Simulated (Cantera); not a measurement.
Feed: 1 mol V, 0.24 mol H2O, equilibrated at 8.70 bar.

Cantera equilibrium calculation (NASA polynomials, part measured and part estimated; ideal gas, pure solids and liquids). Candidate condensed phases: H2O, V, VO, V2O3, V2O4, V2O5; 12 gas species. Mutual solubility and eutectic melting of coexisting phases are not modelled. VO: taken at fixed stoichiometry. Condensed phases not in the tables: N, O or C dissolved in the metal. The numbers say what is thermodynamically allowed, not how fast it happens.

x: gas mole fraction; n: condensed amount in mol.

```json
[
 {"T (K)": "1848", "x H2": "1.000", "x H": "0.000180", "x H2O": "0.000153", "x V": "2.19e-8", "x VO": "(withheld)", "n V(s)": "0.760", "n VO(s)": "0.240", "n VO(l)": "0"},
 {"T (K)": "1873", "x H2": "1.000", "x H": "0.000219", "x H2O": "0.000176", "x V": "3.39e-8", "x VO": "(withheld)", "n V(s)": "0.760", "n VO(s)": "0.240", "n VO(l)": "0"},
 {"T (K)": "1898", "x H2": "1.000", "x H": "0.000265", "x H2O": "0.000201", "x V": "5.20e-8", "x VO": "(withheld)", "n V(s)": "0.760", "n VO(s)": "0.240", "n VO(l)": "0"},
 {"T (K)": "1923", "x H2": "0.999", "x H": "0.000319", "x H2O": "0.000230", "x V": "7.87e-8", "x VO": "(withheld)", "n V(s)": "0.760", "n VO(s)": "0.240", "n VO(l)": "0"},
 {"T (K)": "1948", "x H2": "0.999", "x H": "0.000383", "x H2O": "0.000261", "x V": "1.18e-7", "x VO": "(withheld)", "n V(s)": "0.760", "n VO(s)": "0.240", "n VO(l)": "0"},
 {"T (K)": "1973", "x H2": "0.999", "x H": "0.000457", "x H2O": "0.000296", "x V": "1.75e-7", "x VO": "(withheld)", "n V(s)": "0.760", "n VO(s)": "0.240", "n VO(l)": "0"},
 {"T (K)": "1998", "x H2": "0.999", "x H": "0.000544", "x H2O": "0.000334", "x V": "2.57e-7", "x VO": "(withheld)", "n V(s)": "0.760", "n VO(s)": "0.240", "n VO(l)": "0"},
 {"T (K)": "2023", "x H2": "0.999", "x H": "0.000644", "x H2O": "0.000375", "x V": "3.74e-7", "x VO": "(withheld)", "n V(s)": "0.760", "n VO(s)": "0.240", "n VO(l)": "0"},
 {"T (K)": "2048", "x H2": "0.999", "x H": "0.000759", "x H2O": "0.000421", "x V": "5.38e-7", "x VO": "(withheld)", "n V(s)": "0.760", "n VO(s)": "0.240", "n VO(l)": "0"},
 {"T (K)": "2073", "x H2": "0.999", "x H": "0.000891", "x H2O": "0.000463", "x V": "7.68e-7", "x VO": "(withheld)", "n V(s)": "0.760", "n VO(s)": "0", "n VO(l)": "0.240"},
 {"T (K)": "2098", "x H2": "0.998", "x H": "0.00104", "x H2O": "0.000497", "x V": "1.09e-6", "x VO": "(withheld)", "n V(s)": "0.760", "n VO(s)": "0", "n VO(l)": "0.240"},
 {"T (K)": "2123", "x H2": "0.998", "x H": "0.00122", "x H2O": "0.000532", "x V": "1.52e-6", "x VO": "(withheld)", "n V(s)": "0.760", "n VO(s)": "0", "n VO(l)": "0.240"},
 {"T (K)": "2148", "x H2": "0.998", "x H": "0.00141", "x H2O": "0.000569", "x V": "2.12e-6", "x VO": "(withheld)", "n V(s)": "0.760", "n VO(s)": "0", "n VO(l)": "0.240"}
]
```

Question: Complete the blanks.

Answer: 
- 1848, x VO: 1.73e-8
- 1873, x VO: 2.71e-8
- 1898, x VO: 4.21e-8
- 1923, x VO: 6.45e-8
- 1948, x VO: 9.76e-8
- 1973, x VO: 1.46e-7
- 1998, x VO: 2.16e-7
- 2023, x VO: 3.17e-7
- 2048, x VO: 4.60e-7
- 2073, x VO: 6.51e-7
- 2098, x VO: 8.93e-7
- 2123, x VO: 1.22e-6
- 2148, x VO: 1.64e-6
